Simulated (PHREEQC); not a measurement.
Consider water at 17 °C with 0.031 mol/kgw K2SO4 and 0.038 mol/kgw H3BO3. Closed to the air; pH follows from the charge balance.

Computed with PHREEQC (ion-association model, wateq4f.dat).

Task: The ionic strength comes out as 0.0855 mol/kgw. What activity coefficients do K+, HSO4-, KSO4-, SO4-2, H2BO3- get?

Result: K+ 0.78, HSO4- 0.79, KSO4- 0.80, SO4-2 0.40, H2BO3- 0.76.

No solid was allowed to form.
